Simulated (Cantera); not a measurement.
**SiHCl3 + Cl2 + H2 (silicon epitaxy and polysilicon growth)**

Feed: 1 mol SiHCl3, 0.0054 mol Cl2, a varied amount of H2, held at 1773 K and 1.00 Torr.

These are equilibrium values from Cantera (NASA tables, ideal gas, pure condensed phases), not measurements of a reactor. Candidate condensed phases: Si; 19 gas species. The tables' values for SiCl, SiCl3 are old estimates; treat these amounts as uncertain. Gases not in the tables: Si2H6 and higher silanes. Equilibrium is a limit: real reactors are often held back by kinetics, nucleation or transport.

From 19 mol H2 to 180 mol H2 the condensed part is Si(l). The main Si-bearing gas is SiCl2 at 19 mol H2 and Si at 180 mol H2. The share of Si in condensed phases is highest at 90 mol H2 (59.6 %) and lowest at 19 mol H2 (37.2 %).

```tsv
n(H2) (mol)	x H2	x HCl	x SiCl2	x H	x Si	x Cl	x SiCl	x SiH	n Si(l)
19	0.876	0.0864	0.0274	0.00729	0.00160	0.000553	0.000549	6.74e-5	0.372
42	0.931	0.0501	0.00865	0.00752	0.00160	0.000311	0.000308	6.95e-5	0.527
66	0.951	0.0352	0.00419	0.00760	0.00160	0.000216	0.000215	7.02e-5	0.581
90	0.961	0.0272	0.00248	0.00764	0.00160	0.000166	0.000165	7.06e-5	0.596
110	0.966	0.0229	0.00175	0.00766	0.00160	0.000140	0.000139	7.08e-5	0.594
140	0.971	0.0186	0.00114	0.00768	0.00160	0.000113	0.000112	7.10e-5	0.576
160	0.973	0.0165	0.000897	0.00769	0.00160	0.000100	9.93e-5	7.10e-5	0.558
180	0.975	0.0148	0.000724	0.00769	0.00160	8.99e-5	8.92e-5	7.11e-5	0.537
```
x: gas mole fraction; n: condensed amount in mol.
